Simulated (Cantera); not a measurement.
What does this Cantera script print?

```python
import numpy as np
import cantera as ct

gas = ct.Solution("gri30.yaml")
gas.TPX = 1750, 101325, {'CH4': 1, 'O2': 2.02, 'N2': 10.9, 'H2': 1.1}
reactor = ct.IdealGasConstPressureReactor(gas, energy="on", clone=False)
net = ct.ReactorNet([reactor])
net.rtol, net.atol = 1e-08, 1e-16
show = ['CH4', 'O2', 'NO2', 'CH2O', 'CH2']
times = np.geomspace(1e-06, 0.1, 16)

steps = ct.SolutionArray(gas, extra=["t"])
rows = []
print(f"{'t/s':>10s}{'T/K':>9s}{'P/Pa':>11s}" + "".join(f"{s:>11s}" for s in show))
for t in times:
    while net.time < t:
        t_next = net.step()
        steps.append(gas.state, t=t_next)
    rows.append([np.interp(t, steps.t, y) for y in (steps.T, steps.P, *steps(*show).X.T)])
    print(f"{t:10.3e}{rows[-1][0]:9.1f}{rows[-1][1]:11.4g}" + "".join(f"{x:11.3e}" for x in rows[-1][2:]))
rate = np.gradient(steps.T, steps.t)
print("integrator steps:", len(steps.t))
if steps.T.max() > steps.T[0] + 200:
    print(f"time of steepest temperature rise: {steps.t[rate.argmax()]:.4e} s")
gas.TPX = 1750, 101325, {'CH4': 1, 'O2': 2.02, 'N2': 10.9, 'H2': 1.1}
gas.equilibrate("HP")
print(f"equilibrium (HP): T = {gas.T:.1f} K  " + "  ".join(f"{s} {gas[s].X[0]:.3e}" for s in show))
```

Result:

```
       t/s      T/K       P/Pa        CH4         O2        NO2       CH2O        CH2
 1.000e-06   1750.0  1.013e+05  6.657e-02  1.345e-01  1.924e-19  1.792e-08  1.170e-11
 2.154e-06   1749.9  1.013e+05  6.657e-02  1.345e-01  4.461e-18  1.168e-07  7.383e-11
 4.642e-06   1749.9  1.013e+05  6.654e-02  1.345e-01  9.051e-17  7.960e-07  5.153e-10
 1.000e-05   1749.8  1.013e+05  6.643e-02  1.344e-01  1.937e-15  6.509e-06  6.540e-09
 2.154e-05   1751.0  1.013e+05  6.537e-02  1.338e-01  6.253e-14  9.678e-05  3.204e-07
 4.642e-05   1942.5  1.013e+05  3.419e-02  1.034e-01  2.017e-10  1.796e-03  5.594e-05
 1.000e-04   2546.9  1.013e+05  4.093e-15  9.307e-03  1.036e-08  5.052e-10  2.126e-14
 2.154e-04   2667.4  1.013e+05  7.672e-15  7.096e-03  4.015e-08  5.801e-10  4.468e-14
 4.642e-04   2750.2  1.013e+05  1.698e-14  5.349e-03  1.197e-07  6.737e-10  8.487e-14
 1.000e-03   2767.6  1.013e+05  2.261e-14  4.707e-03  2.519e-07  7.153e-10  1.019e-13
 2.154e-03   2764.1  1.013e+05  2.402e-14  4.422e-03  3.963e-07  7.278e-10  1.031e-13
 4.642e-03   2761.9  1.013e+05  2.464e-14  4.291e-03  4.647e-07  7.335e-10  1.033e-13
 1.000e-02   2761.7  1.013e+05  2.470e-14  4.278e-03  4.713e-07  7.341e-10  1.034e-13
 2.154e-02   2761.7  1.013e+05  2.470e-14  4.278e-03  4.713e-07  7.341e-10  1.034e-13
 4.642e-02   2761.7  1.013e+05  2.470e-14  4.278e-03  4.713e-07  7.341e-10  1.034e-13
 1.000e-01   2761.7  1.013e+05  2.470e-14  4.278e-03  4.713e-07  7.341e-10  1.034e-13
integrator steps: 1608
time of steepest temperature rise: 5.2823e-05 s
equilibrium (HP): T = 2761.7 K  CH4 3.047e-14  O2 4.278e-03  NO2 4.713e-07  CH2O 7.341e-10  CH2 1.086e-13
```

Model: GRI-Mech 3.0 (53 species, 325 reactions), integrated in Cantera.
